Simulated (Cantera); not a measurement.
Charge: 1 mol MgO, 3.4 mol SO₃, 0.16 mol O₂, equilibrated at 53.0 mbar.

These are equilibrium values from Cantera (NASA tables, ideal gas, pure condensed phases), not measurements of a reactor. Candidate condensed phases: Mg, MgO, MgS, MgSO₄, S; 14 gas species. The numbers say what is thermodynamically allowed, not how fast it happens.

At 1023 K, list the 3 most abundant gas species with their mole fractions, and the condensed phases.

SO₂ 0.568, O₂ 0.329, SO₃ 0.104. Condensed: MgSO₄(s).
